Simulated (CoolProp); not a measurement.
Vapour-liquid equilibrium of acetone (1) + p-xylene (2) at 434.6 K; x and y are mole fractions of (1).

The numbers come from the multi-fluid Helmholtz-energy mixture model, Lemmon 2006 and Zhou 2012; pair parameters Bell 2016 in CoolProp.

```
x     bubble pressure (bar)  y at the bubble point  dew pressure at overall composition x (bar)  liquid density (mol/L)
----  ---------------------  ---------------------  -------------------------------------------  ----------------------
0.05                  2.685                  0.336                                        1.904                   6.991
0.2                   4.906                  0.661                                        2.249                   7.374
0.35                  6.731                  0.775                                        2.741                   7.796
0.5                   8.367                  0.842                                        3.495                   8.264
0.65                  9.971                  0.893                                        4.778                   8.788
0.8                   11.66                  0.939                                        7.270                   9.382
0.95                  13.54                  0.984                                        12.10                   10.06
```

No azeotrope shows between x = 0.05 and 0.95.

Pair parameters are fitted to limited data, so mixtures are less certain than the pure fluids. The gap from Raoult's law changes sign with composition, which may be real or a fault of the pair parameters; it wasn't checked against measurements.
